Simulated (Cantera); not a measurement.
An isothermal, constant-pressure homogeneous reactor starts with 4.40 % H2, 95.6 % O2, at 1273 K and 0.00424 atm.

Model: GRI-Mech 3.0 (53 species, 325 reactions), integrated in Cantera. Radical loss at walls, strong at low pressure, is not modelled. The temperature is held fixed by assumption; the heat of reaction is taken as removed at once.

Task: Predict: x(H2) at 1.00 s; x(O2) at 1.00 s; x(H2O2) at 1.00 s; x(H) at 1.00 s; x(H2O) at 1.00 s; x(OH) at 1.00 s.

Result: 
```
Quantity                                              Value
-----------------  ----------------------------------------
x(H2) at 1.00 s    0.000177 (gas-phase equilibrium 3.76e-8)
x(O2) at 1.00 s         0.946 (gas-phase equilibrium 0.955)
x(H2O2) at 1.00 s  1.89e-8 (gas-phase equilibrium 1.28e-10)
x(H) at 1.00 s     0.000703 (gas-phase equilibrium 2.12e-9)
x(H2O) at 1.00 s      0.0432 (gas-phase equilibrium 0.0450)
x(OH) at 1.00 s     0.00199 (gas-phase equilibrium 2.93e-5)
```
